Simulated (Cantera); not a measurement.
**Thermodynamics of carbon deposition, reforming and gasification, feed C₆H₆ + CO₂ + H₂**

Feed: 1 mol C₆H₆, 2.6 mol CO₂, 4 mol H₂, equilibrated at 98.0 bar.

Equilibrium computed with Cantera from the NASA thermochemical tables; the gas is ideal and each condensed phase is pure. Candidate condensed phases: C, C₆H₆, C₇H₈, C₈H₁₈, H₂O; 110 gas species. The ideal-gas law is rough above about 30 bar. Equilibrium is a limit: real reactors are often held back by kinetics, nucleation or transport.

```
T (°C)  log p H₂  log p CO  log p CH₄  log p H₂O  log p CO₂  log p C₂H₂ (acetylene)  n C(graphite)
------  --------  --------  ---------  ---------  ---------  ----------------------  -------------
1175        1.66      1.60       0.84       0.66       0.22                   -3.67           3.32
1225        1.67      1.61       0.76       0.52       0.05                   -3.38           3.25
1275        1.69      1.62       0.69       0.39      -0.13                   -3.12           3.21
1325        1.70      1.62       0.61       0.26      -0.29                   -2.87           3.19
1375        1.71      1.62       0.54       0.14      -0.45                   -2.64           3.19
1425        1.71      1.62       0.47       0.03      -0.60                   -2.43           3.20
1475        1.72      1.62       0.40      -0.09      -0.74                   -2.23           3.21
1525        1.72      1.62       0.34      -0.19      -0.87                   -2.04           3.23
1575        1.73      1.62       0.27      -0.29      -1.00                   -1.86           3.24
1625        1.73      1.62       0.21      -0.39      -1.12                   -1.69           3.25
1675        1.73      1.62       0.15      -0.48      -1.23                   -1.54           3.26
1725        1.73      1.62       0.10      -0.57      -1.34                   -1.39           3.27
```
log p: log10 of the partial pressure in bar; n: condensed amount in mol.

From 1175 °C to 1725 °C the condensed part is C(graphite). The main C-bearing gas is CO throughout.
